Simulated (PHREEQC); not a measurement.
Dissolve 0.2 mol/kgw HF, 0.0021 mol/kgw Na2HPO4, 0.021 mol/kgw NaCl and 0.019 mol/kgw HNO3 at 25 °C. Closed to the air; pH follows from the charge balance.

Equilibrium calculation in PHREEQC: ion-association model, phreeqc.dat.

No solid was allowed to form.

Order these F species by the share of F that they hold, largest first: HF2-, F-, HF.

HF (92 %), HF2- (4.7 %), F- (3.4 %)

The pH is 1.64 and the ionic strength 0.0520 mol/kgw. Complexes and solids missing from the database can't appear.
